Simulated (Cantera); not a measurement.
Cantera run:

```python
import numpy as np
import cantera as ct

gas_names = """
    C CO CO2 C2 C2O C3 C3O2 C4 C5 Mg MgO Mg2 O O2 O3
""".split()
cond_names = """
    C(gr) Mg(cr) Mg(L) MgCO3(s) MgO(s) MgO(L)
""".split()


def load(file, names, dense=False):
    # The tables refer to 1 bar. Condensed volumes are neglected.
    table = {s.name: s for s in ct.Species.list_from_file(file)}
    out = []
    for n in names:
        d = dict(table[n].input_data)
        d["thermo"] = dict(d["thermo"], **{"reference-pressure": 1e5})
        if dense:
            d["equation-of-state"] = {"model": "constant-volume", "density": "1e6 g/cm^3"}
        out.append(ct.Species.from_dict(d))
    return out


gas = ct.Solution(thermo="ideal-gas", species=load("nasa_gas.yaml", gas_names))
cond = {s.name: ct.Solution(thermo="fixed-stoichiometry", species=[s], name=s.name)
        for s in load("nasa_condensed.yaml", cond_names, dense=True)}
atoms = {
    'MgO': {'Mg': 1, 'O': 1},
    'CO': {'C': 1, 'O': 1},
}
top_T = {'C(gr)': 4500}  # K; cautious upper limits of use, not melting points


def equilibrate(T, P, feed):
    n = {}
    for name, mol in feed.items():
        for a, k in atoms[name].items():
            n[a] = n.get(a, 0.0) + k * mol
    gas.TPX = T, P, n
    mass = sum(n.values()) * gas.mean_molecular_weight
    gas.equilibrate("TP")
    valid = [c for c in cond.values() if c.min_temp <= T <= top_T.get(c.name, c.max_temp)]
    mix = ct.Mixture([(gas, mass / gas.mean_molecular_weight)] + [(c, 0.0) for c in valid])
    mix.T, mix.P = T, P
    mix.equilibrate("TP", solver="vcs", rtol=1e-11, max_steps=5000)
    return mix


results = []
feed = {'MgO': 1, 'CO': 1.4}  # mol
T = 2398  # K
for P in [10, 36, 130, 460, 1700, 6000, 22000, 77000, 280000, 1000000]:
    mix = equilibrate(T, P, feed)
    results.append((T, P, feed, dict(zip(mix.species_names, mix.species_moles))))
    x = sorted(zip(gas.X, gas.species_names), reverse=True)
    print(f"T = {T:g} K  P = {P:g} Pa  gas = {mix.phase_moles(0):.4g} mol")
    print("   x: " + "  ".join(f"{s} {v:.3e}" for v, s in x if v > 1e-05))
    print("   condensed (mol): " + ("  ".join(f"{mix.phase(i).name} {mix.phase_moles(i):.4g}"
          for i in range(1, mix.n_phases) if mix.phase_moles(i) > 1e-12) or "none"))
```

It prints:

```
T = 2398 K  P = 10 Pa  gas = 3.12 mol
   x: CO 4.069e-01  Mg 3.189e-01  O 1.846e-01  O2 4.628e-02  CO2 4.173e-02  MgO 1.577e-03
   condensed (mol): none
T = 2398 K  P = 36 Pa  gas = 2.933 mol
   x: CO 3.875e-01  Mg 3.372e-01  O 1.159e-01  CO2 8.985e-02  O2 6.571e-02  MgO 3.771e-03
   condensed (mol): none
T = 2398 K  P = 130 Pa  gas = 2.758 mol
   x: Mg 3.549e-01  CO 3.505e-01  CO2 1.570e-01  O2 6.791e-02  O 6.202e-02  MgO 7.666e-03
   condensed (mol): none
T = 2398 K  P = 460 Pa  gas = 1.819 mol
   x: CO 5.915e-01  Mg 2.071e-01  CO2 1.780e-01  O 1.178e-02  O2 8.661e-03  MgO 3.005e-03
   condensed (mol): MgO(s) 0.6178
T = 2398 K  P = 1700 Pa  gas = 1.588 mol
   x: CO 7.693e-01  Mg 1.152e-01  CO2 1.126e-01  O 1.549e-03  MgO 8.132e-04  O2 5.542e-04
   condensed (mol): MgO(s) 0.8158
T = 2398 K  P = 6000 Pa  gas = 1.498 mol
   x: CO 8.705e-01  Mg 6.464e-02  CO2 6.434e-02  MgO 2.304e-04  O 2.217e-04  O2 4.006e-05
   condensed (mol): MgO(s) 0.9029
T = 2398 K  P = 22000 Pa  gas = 1.451 mol
   x: CO 9.303e-01  Mg 3.483e-02  CO2 3.480e-02  MgO 6.284e-05  O 3.060e-05
   condensed (mol): MgO(s) 0.9494
T = 2398 K  P = 77000 Pa  gas = 1.427 mol
   x: CO 9.621e-01  Mg 1.893e-02  CO2 1.892e-02  MgO 1.795e-05
   condensed (mol): MgO(s) 0.973
T = 2398 K  P = 280000 Pa  gas = 1.414 mol
   x: CO 9.800e-01  Mg 1.002e-02  CO2 1.002e-02
   condensed (mol): MgO(s) 0.9858
T = 2398 K  P = 1e+06 Pa  gas = 1.407 mol
   x: CO 9.893e-01  Mg 5.325e-03  CO2 5.325e-03
   condensed (mol): MgO(s) 0.9925
```

These are equilibrium values from Cantera (NASA tables, ideal gas, pure condensed phases), not measurements of a reactor.
